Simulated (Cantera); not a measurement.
Input: 1 mol Ti(OiPr)₄, 1.8 mol CH₄, equilibrated at 2.60 mbar.

Method: chemical equilibrium by Gibbs-energy minimisation in Cantera with the NASA 1993 tables (ideal gas, pure condensed phases). Candidate condensed phases: C, C₆H₆, C₇H₈, C₈H₁₈, H₂O, Ti, TiC, TiO, TiO₂, Ti₂O₃, Ti₃O₅, Ti₄O₇; 113 gas species. The feed counts by its element totals alone. TiC: taken at fixed stoichiometry. Kinetics and transport are ignored.

Q: At 1923 K, list the 4 most abundant gas species with their mole fractions, and the condensed phases.

A: H₂ 0.799, CO 0.184, H 0.0165, C₂H₂ (acetylene) 0.000361. Condensed: C(graphite) + TiC(s).
